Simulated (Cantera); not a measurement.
Cantera run:

```python
import numpy as np
import cantera as ct

gas_names = """
    C CH CH2 CH3 CH2OH CH3O CH4 CH3OH CO CO2 COOH C2 C2H CHCO,ketyl C2H2,acetylene C2H2,vinylidene
    CH2CO,ketene C2H3,vinyl CH3CO,acetyl C2H4 C2H4O,ethylen CH3CHO,ethanal CH3COOH (HCOOH)2 C2H5 C2H6
    CH3OCH3 C2H5OH C2O C3 C3H3,propargyl C3H4,allene C3H4,propyne C3H4,cyclo- C3H5,allyl C3H6,propylene
    C3H6,cyclo- C3H6O C3H7,n-propyl C3H7,i-propyl C3H8 C3H8O,1propanol C3H8O,2propanol C3O2 C4 C4H2
    C4H4,1,3-cyclo- C4H6,butadiene C4H6,2-butyne C4H6,cyclo- C4H8,1-butene C4H8,cis2-buten
    C4H8,tr2-butene C4H8,isobutene C4H8,cyclo- (CH3COOH)2 C4H9,n-butyl C4H9,i-butyl C4H9,s-butyl
    C4H9,t-butyl C4H10,isobutane C4H10,n-butane C5 C5H6,1,3cyclo- C5H8,cyclo- C5H10,1-pentene
    C5H10,cyclo- C5H11,pentyl C5H11,t-pentyl C5H12,n-pentane C5H12,i-pentane CH3C(CH3)2CH3 C6H2
    C6H5,phenyl C6H5O,phenoxy C6H6 C6H5OH,phenol C6H10,cyclo- C6H12,1-hexene C6H12,cyclo- C6H13,n-hexyl
    C7H7,benzyl C7H8 C7H8O,cresol C7H14,1-heptene C7H15,n-heptyl C7H16,n-heptane C8H8,styrene
    C8H10,ethylbenz C8H16,1-octene C8H17,n-octyl C8H18,isooctane C8H18,n-octane C9H19,n-nonyl
    C10H8,naphthale C10H21,n-decyl C12H9,o-bipheny C12H10,bipheny H HCO HO2 H2 HCHO,formaldehy HCOOH H2O
    H2O2 O OH O2 O3 Ta TaO TaO2
""".split()
cond_names = """
    C(gr) C6H6(L) C7H8(L) C8H18(L),n-octa H2O(s) H2O(L) Ta(cr) Ta(L) TaC(s) TaC(L) Ta2O5(s) Ta2O5(L)
""".split()


def load(file, names, dense=False):
    # The tables refer to 1 bar. Condensed volumes are neglected.
    table = {s.name: s for s in ct.Species.list_from_file(file)}
    out = []
    for n in names:
        d = dict(table[n].input_data)
        d["thermo"] = dict(d["thermo"], **{"reference-pressure": 1e5})
        if dense:
            d["equation-of-state"] = {"model": "constant-volume", "density": "1e6 g/cm^3"}
        out.append(ct.Species.from_dict(d))
    return out


gas = ct.Solution(thermo="ideal-gas", species=load("nasa_gas.yaml", gas_names))
cond = {s.name: ct.Solution(thermo="fixed-stoichiometry", species=[s], name=s.name)
        for s in load("nasa_condensed.yaml", cond_names, dense=True)}
atoms = {
    'Ta(OEt)5': {'Ta': 1, 'C': 10, 'H': 25, 'O': 5},
    'O2': {'O': 2},
}
top_T = {'C(gr)': 4500}  # K; cautious upper limits of use, not melting points


def equilibrate(T, P, feed):
    n = {}
    for name, mol in feed.items():
        for a, k in atoms[name].items():
            n[a] = n.get(a, 0.0) + k * mol
    gas.TPX = T, P, n
    mass = sum(n.values()) * gas.mean_molecular_weight
    gas.equilibrate("TP")
    valid = [c for c in cond.values() if c.min_temp <= T <= top_T.get(c.name, c.max_temp)]
    mix = ct.Mixture([(gas, mass / gas.mean_molecular_weight)] + [(c, 0.0) for c in valid])
    mix.T, mix.P = T, P
    mix.equilibrate("TP", solver="vcs", rtol=1e-11, max_steps=5000)
    return mix


results = []
feed = {'Ta(OEt)5': 1, 'O2': 0.011}  # mol
P = 100000  # Pa
for T in [800, 950, 1100, 1250, 1400, 1550, 1700, 1850, 2000, 2150, 2300, 2450, 2600, 2750]:
    mix = equilibrate(T, P, feed)
    results.append((T, P, feed, dict(zip(mix.species_names, mix.species_moles))))

top = {s: max(r[3][s] / sum(r[3][g] for g in gas_names) for r in results) for s in gas_names}
cols = sorted((s for s in top if top[s] > 0.001), key=lambda s: -top[s])[:7]
seen = [c for c in cond_names if any(r[3].get(c, 0) > 1e-12 for r in results)]
print("log10 of partial pressures in bar; condensed amounts in mol")
print(f"{'T/K':>10s}" + "".join(f"{s[:9]:>10s}" for s in cols + seen))
for T, P, feed, n in results:
    ng = sum(n[g] for g in gas_names)
    print(f"{T:10.4g}" + "".join(f"{np.log10(max(n[s] / ng * P / 1e5, 1e-99)):10.3f}" for s in cols)
          + "".join(f"{n.get(c, 0):10.4g}" for c in seen))
```

Result:

```
log10 of partial pressures in bar; condensed amounts in mol
       T/K        H2       CH4        CO       H2O         H       CO2 C2H2,acet     C(gr)    TaC(s)  Ta2O5(s)
       800    -0.325    -0.522    -1.781    -0.737   -11.701    -1.568   -12.214     6.578         0       0.5
       950    -0.137    -1.049    -1.009    -1.175    -9.323    -1.795    -9.698     7.395         0       0.5
      1100    -0.094    -1.633    -0.801    -1.943    -7.635    -2.655    -7.970     7.338         0       0.5
      1250    -0.084    -2.128    -0.777    -2.684    -6.358    -3.572    -6.683     7.402         0       0.5
      1400    -0.148    -2.661    -0.543    -3.120    -5.387    -3.851    -5.747     3.956         1         0
      1550    -0.148    -2.987    -0.543    -3.607    -4.576    -4.449    -4.942     3.964         1         0
      1700    -0.147    -3.255    -0.543    -4.006    -3.905    -4.935    -4.282     3.968         1         0
      1850    -0.147    -3.479    -0.543    -4.340    -3.342    -5.339    -3.730     3.966         1         0
      2000    -0.148    -3.668    -0.543    -4.622    -2.863    -5.678    -3.262     3.955         1         0
      2150    -0.150    -3.831    -0.543    -4.864    -2.450    -5.967    -2.862     3.927         1         0
      2300    -0.153    -3.975    -0.544    -5.076    -2.091    -6.216    -2.517     3.868         1         0
      2450    -0.159    -4.107    -0.546    -5.265    -1.777    -6.434    -2.219      3.76         1         0
      2600    -0.171    -4.232    -0.550    -5.438    -1.501    -6.628    -1.961     3.578         1         0
      2750    -0.189    -4.359    -0.555    -5.601    -1.259    -6.802    -1.740     3.295         1         0
```

Cantera equilibrium calculation (NASA polynomials, part measured and part estimated; ideal gas, pure solids and liquids). The feed counts by its element totals alone. TaC: taken at fixed stoichiometry. Condensed phases not in the tables: Ta2C.
